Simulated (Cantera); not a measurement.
A closed system holds: 1 mol SrCl₂, 260 mol H₂, equilibrated at 0.00360 Torr.

Cantera equilibrium calculation (NASA polynomials, part measured and part estimated; ideal gas, pure solids and liquids). Candidate condensed phases: Sr, SrCl₂; 8 gas species. Rates play no part. All values below are at 1750 °C.

Base state: H 0.566, H₂ 0.426, HCl 0.00272, Cl 0.00268, Sr 0.00267, SrCl 5.32e-5 (mole fractions); condensed: gas only.

Question: What changes in the equilibrium state with this change: H₂ from 260 to 12 mol?

Answer: 
```tsv
species	before	after
H	0.566	0.517
H₂	0.426	0.355
Cl	0.00268	0.0393
HCl	0.00272	0.0364
Sr	0.00267	0.0330
SrCl₂	3.77e-6	0.00998
SrCl	5.32e-5	0.00963
```

Question: What changes in the equilibrium state with this change: SrCl₂ replaced by MgF₂?

Answer: 
| species | before | after |
|---|---|---|
| H | 0.566 | 0.566 |
| H₂ | 0.426 | 0.426 |
| HF | 0 | 0.00547 |
| Mg | 0 | 0.00274 |
| HCl | 0.00272 | 0 |
| Sr | 0.00267 | 0 |
| Cl | 0.00268 | 0 |
| SrCl | 5.32e-5 | 0 |
Further candidate phases: Mg, MgF₂.
